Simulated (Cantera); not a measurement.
Feed: 1 mol SiC, 0.033 mol CO₂, 12 mol H₂, held at 1.00 Torr.

These are equilibrium values from Cantera (NASA tables, ideal gas, pure condensed phases), not measurements of a reactor. Candidate condensed phases: C, C₆H₆, C₇H₈, C₈H₁₈, H₂O, Si, SiC, SiO₂; 123 gas species. Gases not in the tables: Si₂H₆ and higher silanes. The numbers say what is thermodynamically allowed, not how fast it happens.

log p: log10 of the partial pressure in bar; n: condensed amount in mol.

```
T (K)  log p H₂  log p H  log p Si  log p CO  log p SiC₂  log p C₂H₂ (acetylene)  n SiC(s)  n C(graphite)
-----  --------  -------  --------  --------  ----------  ----------------------  --------  -------------
1448      -2.88    -6.47     -9.60     -5.26        <-14                  -10.53     0.983              0
1523      -2.88      [?]       [?]     -5.26         [?]                     [?]     0.983              0
1598      -2.88    -5.71     -7.98     -5.26      -12.46                   -9.51     0.983              0
1673      -2.88      [?]       [?]     -5.26         [?]                     [?]     0.983              0
1748      -2.88    -5.08     -6.66     -5.25      -10.44                   -8.63     0.982              0
1823      -2.88    -4.80     -6.12     -5.23       -9.51                   -8.17     0.980              0
1898      -2.89    -4.55     -5.72     -5.19       -8.57                   -7.56     0.974              0
1973      -2.89    -4.32     -5.49     -5.16       -7.56                   -6.73     0.965              0
2048      -2.91    -4.10     -5.27     -5.16       -6.64                   -5.97     0.942              0
2123      -2.93    -3.91     -4.84     -5.17       -5.99                   -5.71     0.837         0.0675
2198      -2.96    -3.73     -4.41     -5.19       -5.43                   -5.56     0.520          0.294
```

**Question.** Some entries are withheld; supply them.

**Answer.** 
- 1523, log p H: -6.08
- 1523, log p Si: -8.75
- 1523, log p SiC₂: -13.61
- 1523, log p C₂H₂ (acetylene): -9.99
- 1673, log p H: -5.38
- 1673, log p Si: -7.28
- 1673, log p SiC₂: -11.41
- 1673, log p C₂H₂ (acetylene): -9.06
